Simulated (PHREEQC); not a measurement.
0.76 g of hydrous ferric oxide (600 m²/g; 0.2 weak and 0.005 strong sites per Fe, Dzombak-Morel constants, diffuse double layer) in 1 kg of water with 0.01 mol/kgw of an inert sodium salt and 0.00015 mol ZnCl2 and 0.00088 mol NaF, at 25 °C; the pH is set by adding NaOH or the inert anion's acid. O2 is buffered at 0.21 atm. CO2 from the air is kept out. Precipitation was switched off in this run.

Base run: PHREEQC, ion-association model, wateq4f.dat. Each further column changes one thing. The table gives F sorbed (%).

```
pH    base  no electrostatic term (-no_edl)  background salt from 0.01 to 0.001 mol/kgw  oxide from 0.76 to 3.8 g/kgw  0.00022 mol/kgw ZnSO4 added
----  ----  -------------------------------  ------------------------------------------  ----------------------------  ---------------------------
4     89.2                              3.3                                        93.8                          99.4                         77.2
5.12  74.8                              3.7                                        79.5                          98.1                         60.6
5.88  56.5                              3.7                                        60.5                          94.1                         44.9
7     26.3                              4.1                                        28.6                          67.7                         25.5
8.12   5.5                              4.4                                         5.8                          19.6                          7.3
8.88   1.2                              2.9                                         1.2                           4.8                          1.7
10     0.1                              0.4                                         0.1                           0.5                          0.2
```

 In at least one series the solution becomes supersaturated in solids that the run did not let form, among them Zn(OH)2-e.
